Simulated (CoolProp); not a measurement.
Vapour-liquid equilibrium of CH2F2 (R32) (1) + R1234ze(E) (2) at 105 kPa; x and y are mole fractions of (1).

Values from CoolProp's multi-fluid Helmholtz-energy mixture model, Tillner-Roth 1997 and Thol 2016; pair parameters Bell 2023.

Q: Give the bubble temperature and the first vapour's composition at x = 0.05, 0.5, 0.95. Is there an azeotrope?

A: x = 0.05: -22.5 °C, y = 0.208; x = 0.5: -42.2 °C, y = 0.824; x = 0.95: -50.2 °C, y = 0.985. No azeotrope shows between x = 0.05 and 0.95.

Pair parameters are fitted to limited data, so mixtures are less certain than the pure fluids.
